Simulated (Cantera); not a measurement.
# N2O furnace oxynitridation

An isothermal, constant-pressure homogeneous reactor starts with N2O : O2 = 1 : 0.14 (molar parts), at 1475 K and 100.0 Torr.

Detailed kinetics in Cantera: GRI-Mech 3.0 (53 species, 325 reactions). GRI-Mech 3.0 was tuned for natural gas; its chemistry of N2O as a main component is partial and can be far from experiment. The temperature is held fixed by assumption; the heat of reaction is taken as removed at once.

```
t (s)        x N2O   x O2      x NO     x NO2      x O      x N2
--------  --------  -----  --------  --------  -------  --------
2.00e-6      0.877  0.123   9.80e-8    <1e-12  4.68e-6   5.05e-6
6.91e-6      0.877  0.123   1.09e-6    <1e-12  1.46e-5   1.87e-5
2.39e-5      0.877  0.123   1.04e-5  1.31e-11  3.62e-5   7.53e-5
8.25e-5      0.877  0.123   6.92e-5  5.43e-10  5.44e-5  0.000314
0.000285     0.875  0.123  0.000301   1.00e-8  5.60e-5   0.00119
0.000985     0.870  0.124   0.00110   1.26e-7  5.60e-5   0.00418
0.00340      0.854  0.128   0.00382   1.27e-6  5.59e-5    0.0144
0.0118       0.799  0.140    0.0127   8.73e-6  5.59e-5    0.0477
0.0406       0.643  0.175    0.0382   3.53e-5  5.55e-5     0.144
0.140        0.327  0.246    0.0891   9.28e-5  5.36e-5     0.338
0.485       0.0489  0.310     0.131  0.000152  3.90e-5     0.510
1.68      0.000693  0.322     0.135  0.000314  5.62e-6     0.542
5.79       5.34e-6  0.323     0.135  0.000351  4.51e-6     0.542
20.0       5.29e-6  0.323     0.134  0.000350  4.51e-6     0.543
```
x: mole fraction; the columns are a selection and need not sum to one.

Equilibrium at this temperature and pressure: N2O 2.58e-8, O2 0.390, NO 0.00130, NO2 3.73e-6, O 4.94e-6, N2 0.609 (gas phase only).
